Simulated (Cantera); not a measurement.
A perfectly stirred reactor is fed with CH4 : CO : O2 : N2 = 1 : 0.059 : 5.07 : 12.7 (molar parts), at 0.830 bar; it is adiabatic with a 375 K inlet, and is followed from long to short residence time, starting on the burning branch (τ in s: 0.14, 0.057, 0.024, 0.0097, 0.004, 0.0017, 0.00069, 0.00029, 0.00012, 4.9e-05, 2e-05, 8.5e-06).

Detailed kinetics in Cantera: GRI-Mech 3.0 (53 species, 325 reactions).

x: mole fraction; the columns are a selection and need not sum to one.

```tsv
τ (s)	T (K)	x CH4	x CO	x O2	x H2O	x N2O	x CO2
0.14	1619	1.54e-5	0.000254	0.162	0.106	…	0.0560
0.057	1615	2.73e-5	0.000471	0.162	0.106	7.55e-7	0.0558
0.024	1609	4.75e-5	0.000857	0.162	0.105	8.07e-7	0.0554
0.0097	1599	8.57e-5	0.00161	0.162	0.105	7.59e-7	0.0545
0.0040	1581	0.000157	0.00301	0.162	0.104	…	0.0530
0.0017	1550	0.000299	0.00559	0.164	0.103	…	0.0501
0.00069	1489	0.000726	0.0114	0.167	0.101	…	0.0436
0.00029	375	0.0531	0.00313	0.269	<1e-12	<1e-12	<1e-12
0.00012	375	0.0531	0.00313	0.269	<1e-12	<1e-12	<1e-12
4.9e-5	375	0.0531	0.00313	0.269	<1e-12	<1e-12	<1e-12
2.0e-5	375	0.0531	0.00313	0.269	<1e-12	<1e-12	<1e-12
8.5e-6	375	0.0531	0.00313	0.269	<1e-12	<1e-12	<1e-12
```

Q: Some entries are withheld; supply them.

A: 
- 0.14, x N2O: 6.10e-7
- 0.0040, x N2O: 6.47e-7
- 0.0017, x N2O: 5.13e-7
- 0.00069, x N2O: 3.44e-7
